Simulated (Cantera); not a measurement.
Input: 1 mol BF3, 0.82 mol O2, 0.18 mol N2, 48 mol H2, equilibrated at 2148.15 K and 2.80 mbar.

Cantera equilibrium calculation (NASA polynomials, part measured and part estimated; ideal gas, pure solids and liquids). Candidate condensed phases: B, BN, B2O3, B3O3H3, H2O; 62 gas species. Kinetics and transport are ignored.

Base state: H2 0.852, H 0.0727, HF 0.0424, BOF 0.0151, H2O 0.0106, N2 0.00345, HBO2 0.00157, BO 0.00123 (mole fractions); condensed: gas only.

What changes in the equilibrium state with this change: temperature from 2148.15 K to 2275 K?


```json
[
 {"species": "H2", "before": "0.852", "after": "0.783"},
 {"species": "H", "before": "0.0727", "after": "0.142"},
 {"species": "HF", "before": "0.0424", "after": "0.0424"},
 {"species": "BOF", "before": "0.0151", "after": "0.0130"},
 {"species": "H2O", "before": "0.0106", "after": "0.0101"},
 {"species": "O", "before": "7.00e-6", "after": "3.56e-5"},
 {"species": "OH", "before": "0.000116", "after": "0.000286"},
 {"species": "BO", "before": "0.00123", "after": "0.00273"},
 {"species": "BO2", "before": "2.09e-5", "after": "4.51e-5"}
]
```

What changes in the equilibrium state with this change: BF3 replaced by B2O3?


```
species   before     after
-------  -------  --------
H2         0.852     0.859
H         0.0727    0.0731
H2O       0.0106    0.0272
HF        0.0424         0
HBO2     0.00157    0.0215
BOF       0.0151         0
BF       2.25e-5         0
B2O3     3.05e-5   0.00221
B2O2     3.37e-6   9.54e-5
BO2      2.09e-5  0.000284
HBO      0.00114   0.00608
```

What changes in the equilibrium state with this change: pressure from 2.80 mbar to 0.280 bar?


```
species    before    after
-------  --------  -------
H2          0.852    0.915
HF         0.0424   0.0429
BOF        0.0151   0.0165
H          0.0727  0.00754
H2O        0.0106   0.0110
BF3       2.36e-7  2.52e-5
BF2       3.20e-6  3.50e-5
OH       0.000116  1.17e-5
BO2       2.09e-5  2.25e-6
```
The tables' values for BF2 are old estimates; treat these amounts as uncertain.
